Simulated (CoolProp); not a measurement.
Properties of fluorine along the isobar 27.1 bar.

Computed with CoolProp (reference Helmholtz-energy equation of state, de Reuck 1990).

```json
[
 {"T (K)": "98", "phase": "liquid", "density (kg/m³)": "1415", "fugacity coefficient": "0.1335"},
 {"T (K)": "111.5", "phase": "liquid", "density (kg/m³)": "1302", "fugacity coefficient": "0.3301"},
 {"T (K)": "125", "phase": "liquid", "density (kg/m³)": "1158", "fugacity coefficient": "0.6358"},
 {"T (K)": "138.4", "phase": "gas", "density (kg/m³)": "117.7", "fugacity coefficient": "0.8081"},
 {"T (K)": "151.9", "phase": "gas", "density (kg/m³)": "(withheld)", "fugacity coefficient": "0.8570"},
 {"T (K)": "165.4", "phase": "gas", "density (kg/m³)": "85.21", "fugacity coefficient": "0.8909"},
 {"T (K)": "178.8", "phase": "gas", "density (kg/m³)": "(withheld)", "fugacity coefficient": "0.9151"},
 {"T (K)": "192.3", "phase": "gas", "density (kg/m³)": "(withheld)", "fugacity coefficient": "0.9332"},
 {"T (K)": "205.8", "phase": "gas", "density (kg/m³)": "63.70", "fugacity coefficient": "0.9470"},
 {"T (K)": "219.2", "phase": "gas", "density (kg/m³)": "59.09", "fugacity coefficient": "0.9575"},
 {"T (K)": "232.7", "phase": "gas", "density (kg/m³)": "55.14", "fugacity coefficient": "0.9659"},
 {"T (K)": "246.1", "phase": "gas", "density (kg/m³)": "51.77", "fugacity coefficient": "0.9726"},
 {"T (K)": "259.6", "phase": "gas", "density (kg/m³)": "48.79", "fugacity coefficient": "0.9780"},
 {"T (K)": "273.1", "phase": "gas", "density (kg/m³)": "46.16", "fugacity coefficient": "0.9825"},
 {"T (K)": "286.5", "phase": "gas", "density (kg/m³)": "43.84", "fugacity coefficient": "0.9862"},
 {"T (K)": "300", "phase": "gas", "density (kg/m³)": "41.73", "fugacity coefficient": "0.9893"}
]
```

Task: Complete the blanks.

Result: 
- 151.9, density (kg/m³): 97.74
- 178.8, density (kg/m³): 76.26
- 192.3, density (kg/m³): 69.30
